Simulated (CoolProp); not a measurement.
The numbers come from the reference Helmholtz-energy equation of state, Thol 2016 in CoolProp.

Question: For hexamethyldisiloxane (MM), give the phase and the density (kg/m³), speed of sound (m/s), expansivity (1/kK), fugacity coefficient at 346.85 °C and 1.86 MPa.

Answer: 
- 346.85 °C and 1.86 MPa: gas; density 71.6, speed of sound 151, expansivity 3.35, fugacity coefficient 0.834
